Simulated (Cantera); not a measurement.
What does this Cantera script print?

```python
import numpy as np
import cantera as ct

gas_names = [...]  # 45 gases of nasa_gas.yaml made of Al, Cl, H, N, O
cond_names = """
    AL(cr) AL(L) ALCL3(s) ALCL3(L) ALN(s) AL2O3(a) AL2O3(L) H2O(s) H2O(L) NH4CL(a) NH4CL(b)
""".split()


# ... load() reads the species with a 1 bar reference pressure and builds the phases ...
atoms = {
    'AlN': {'AL': 1, 'N': 1},
    'H2O': {'H': 2, 'O': 1},
    'H2': {'H': 2},
    'Cl2': {'CL': 2},
}
top_T = {'ALN(s)': 2750}  # K; cautious upper limits of use, not melting points


# ... equilibrate(T, P, feed) seeds the gas with the atoms and calls Mixture.equilibrate('TP', solver="vcs", rtol=1e-11, max_steps=5000) ...
results = []
feed = {'AlN': 1, 'H2O': 0.5, 'H2': 14, 'Cl2': 0.63}  # mol
P = 1800  # Pa
for T in [700, 800, 900, 1000, 1100, 1200, 1300, 1400, 1500, 1600, 1700, 1800, 1900, 2000]:
    mix = equilibrate(T, P, feed)
    results.append((T, P, feed, dict(zip(mix.species_names, mix.species_moles))))
    x = sorted(zip(gas.X, gas.species_names), reverse=True)
    print(f"T = {T:g} K  P = {P:g} Pa  gas = {mix.phase_moles(0):.4g} mol")
    print("   x: " + "  ".join(f"{s} {v:.3e}" for v, s in x if v > 0.001))
    print("   condensed (mol): " + ("  ".join(f"{mix.phase(i).name} {mix.phase_moles(i):.4g}"
          for i in range(1, mix.n_phases) if mix.phase_moles(i) > 1e-12) or "none"))
```

Output:

```
T = 700 K  P = 1800 Pa  gas = 15.3 mol
   x: H2 9.197e-01  HCL 5.657e-02  N2 1.519e-02  ALCL3 8.491e-03
   condensed (mol): ALN(s) 0.5351  AL2O3(a) 0.1667
T = 800 K  P = 1800 Pa  gas = 15.3 mol
   x: H2 9.211e-01  HCL 5.363e-02  N2 1.568e-02  ALCL3 9.569e-03
   condensed (mol): ALN(s) 0.5201  AL2O3(a) 0.1667
T = 900 K  P = 1800 Pa  gas = 15.3 mol
   x: H2 9.223e-01  HCL 5.119e-02  N2 1.609e-02  ALCL3 1.039e-02
   condensed (mol): ALN(s) 0.5077  AL2O3(a) 0.1667
T = 1000 K  P = 1800 Pa  gas = 15.3 mol
   x: H2 9.233e-01  HCL 4.922e-02  N2 1.642e-02  ALCL3 1.105e-02
   condensed (mol): ALN(s) 0.4976  AL2O3(a) 0.1667
T = 1100 K  P = 1800 Pa  gas = 15.3 mol
   x: H2 9.241e-01  HCL 4.760e-02  N2 1.669e-02  ALCL3 1.158e-02
   condensed (mol): ALN(s) 0.4893  AL2O3(a) 0.1667
T = 1200 K  P = 1800 Pa  gas = 15.3 mol
   x: H2 9.248e-01  HCL 4.624e-02  N2 1.693e-02  ALCL3 1.199e-02
   condensed (mol): ALN(s) 0.482  AL2O3(a) 0.1667
T = 1300 K  P = 1800 Pa  gas = 15.3 mol
   x: H2 9.251e-01  HCL 4.497e-02  N2 1.724e-02  ALCL3 1.217e-02
   condensed (mol): ALN(s) 0.4725  AL2O3(a) 0.1667
T = 1400 K  P = 1800 Pa  gas = 15.33 mol
   x: H2 9.241e-01  HCL 4.323e-02  N2 1.814e-02  ALCL3 1.156e-02  ALCL 1.677e-03  ALCL2 1.291e-03
   condensed (mol): ALN(s) 0.4439  AL2O3(a) 0.1667
T = 1500 K  P = 1800 Pa  gas = 15.48 mol
   x: H2 9.170e-01  HCL 3.903e-02  N2 2.179e-02  ALCL 1.023e-02  ALCL3 8.478e-03  ALCL2 3.340e-03
   condensed (mol): ALN(s) 0.3253  AL2O3(a) 0.1667
T = 1600 K  P = 1800 Pa  gas = 15.89 mol
   x: H2 8.986e-01  ALCL 3.488e-02  N2 3.142e-02  HCL 2.769e-02  ALCL2 4.203e-03  ALCL3 2.773e-03
   condensed (mol): ALN(s) 0.001568  AL2O3(a) 0.1666
T = 1700 K  P = 1800 Pa  gas = 15.93 mol
   x: H2 8.933e-01  ALCL 3.791e-02  HCL 3.234e-02  N2 3.138e-02  ALCL2 2.983e-03  H 1.038e-03
   condensed (mol): AL2O3(a) 0.1666
T = 1800 K  P = 1800 Pa  gas = 15.96 mol
   x: H2 8.897e-01  ALCL 3.946e-02  HCL 3.452e-02  N2 3.132e-02  H 2.517e-03  ALCL2 1.977e-03
   condensed (mol): AL2O3(a) 0.1664
T = 1900 K  P = 1800 Pa  gas = 16 mol
   x: H2 8.857e-01  ALCL 4.023e-02  HCL 3.544e-02  N2 3.125e-02  H 5.566e-03  ALCL2 1.304e-03
   condensed (mol): AL2O3(a) 0.1657
T = 2000 K  P = 1800 Pa  gas = 16.05 mol
   x: H2 8.792e-01  ALCL 4.053e-02  HCL 3.572e-02  N2 3.114e-02  H 1.137e-02
   condensed (mol): AL2O3(a) 0.1641
```

These are equilibrium values from Cantera (NASA tables, ideal gas, pure condensed phases), not measurements of a reactor. Mutual solubility and eutectic melting of coexisting phases are not modelled. The tables' values for AlCl2, AlOH are old estimates; treat these amounts as uncertain. Condensed phases not in the tables: AlOCl, aluminium oxynitride.
